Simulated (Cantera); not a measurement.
## Silicon epitaxy and polysilicon growth: SiH2Cl2 + N2

Charge: 1 mol SiH2Cl2, 160 mol N2, held at 133 Pa.

Method: chemical equilibrium by Gibbs-energy minimisation in Cantera with the NASA 1993 tables (ideal gas, pure condensed phases). Candidate condensed phases: NH4Cl, Si, Si3N4; 28 gas species. N2 is the only nitrogen source here; it is nearly inert below about 1500 K, so the nitride shown seldom forms there in practice. The tables' values for SiCl, SiCl3, SiN are old estimates; treat these amounts as uncertain. Kinetics and transport are ignored.

From 900 °C to 1400 °C the condensed part is Si3N4(s). At 1450 °C the condensed part is Si(l). From 1500 °C to 1550 °C nothing is condensed. The main Si-bearing gas is SiCl4 at 900 °C and SiCl2 at 1550 °C.

```json
[
 {"T (°C)": "900", "x N2": "0.988", "x HCl": "0.0107", "x SiCl2": "0.000130", "x H2": "0.000869", "x Si": "<1e-12", "x H": "9.52e-8", "x Cl": "1.02e-6", "n Si3N4(s)": "0.306", "n Si(l)": "0"},
 {"T (°C)": "950", "x N2": "0.988", "x HCl": "0.0105", "x SiCl2": "0.000351", "x H2": "0.000946", "x Si": "2.99e-12", "x H": "2.53e-7", "x Cl": "2.42e-6", "n Si3N4(s)": "0.297", "n Si(l)": "0"},
 {"T (°C)": "1000", "x N2": "0.988", "x HCl": "0.0101", "x SiCl2": "0.000742", "x H2": "0.00114", "x Si": "4.36e-11", "x H": "6.61e-7", "x Cl": "4.95e-6", "n Si3N4(s)": "0.281", "n Si(l)": "0"},
 {"T (°C)": "1050", "x N2": "0.988", "x HCl": "0.00939", "x SiCl2": "0.00125", "x H2": "0.00150", "x Si": "5.17e-10", "x H": "1.68e-6", "x Cl": "8.84e-6", "n Si3N4(s)": "0.258", "n Si(l)": "0"},
 {"T (°C)": "1100", "x N2": "0.988", "x HCl": "0.00843", "x SiCl2": "0.00182", "x H2": "0.00197", "x Si": "5.12e-9", "x H": "4.05e-6", "x Cl": "1.43e-5", "n Si3N4(s)": "0.230", "n Si(l)": "0"},
 {"T (°C)": "1150", "x N2": "0.988", "x HCl": "0.00733", "x SiCl2": "0.00242", "x H2": "0.00252", "x Si": "4.30e-8", "x H": "9.12e-6", "x Cl": "2.18e-5", "n Si3N4(s)": "0.200", "n Si(l)": "0"},
 {"T (°C)": "1200", "x N2": "0.988", "x HCl": "0.00621", "x SiCl2": "0.00300", "x H2": "0.00307", "x Si": "3.12e-7", "x H": "1.92e-5", "x Cl": "3.15e-5", "n Si3N4(s)": "0.169", "n Si(l)": "0"},
 {"T (°C)": "1250", "x N2": "0.988", "x HCl": "0.00515", "x SiCl2": "0.00355", "x H2": "0.00359", "x Si": "1.98e-6", "x H": "3.79e-5", "x Cl": "4.37e-5", "n Si3N4(s)": "0.140", "n Si(l)": "0"},
 {"T (°C)": "1300", "x N2": "0.988", "x HCl": "0.00421", "x SiCl2": "0.00402", "x H2": "0.00404", "x Si": "1.12e-5", "x H": "7.08e-5", "x Cl": "5.85e-5", "n Si3N4(s)": "0.114", "n Si(l)": "0"},
 {"T (°C)": "1350", "x N2": "0.987", "x HCl": "0.00340", "x SiCl2": "0.00441", "x H2": "0.00442", "x Si": "5.67e-5", "x H": "0.000126", "x Cl": "7.62e-5", "n Si3N4(s)": "0.0898", "n Si(l)": "0"},
 {"T (°C)": "1400", "x N2": "0.987", "x HCl": "0.00272", "x SiCl2": "0.00472", "x H2": "0.00470", "x Si": "0.000260", "x H": "0.000214", "x Cl": "9.67e-5", "n Si3N4(s)": "0.0588", "n Si(l)": "0"},
 {"T (°C)": "1450", "x N2": "0.987", "x HCl": "0.00255", "x SiCl2": "0.00475", "x H2": "0.00472", "x Si": "0.000738", "x H": "0.000343", "x Cl": "0.000143", "n Si3N4(s)": "0", "n Si(l)": "0.0745"},
 {"T (°C)": "1500", "x N2": "0.986", "x HCl": "0.00278", "x SiCl2": "0.00454", "x H2": "0.00451", "x Si": "0.00131", "x H": "0.000523", "x Cl": "0.000248", "n Si3N4(s)": "0", "n Si(l)": "0"},
 {"T (°C)": "1550", "x N2": "0.985", "x HCl": "0.00333", "x SiCl2": "0.00413", "x H2": "0.00411", "x Si": "0.00170", "x H": "0.000761", "x Cl": "0.000470", "n Si3N4(s)": "0", "n Si(l)": "0"}
]
```
x: gas mole fraction; n: condensed amount in mol.
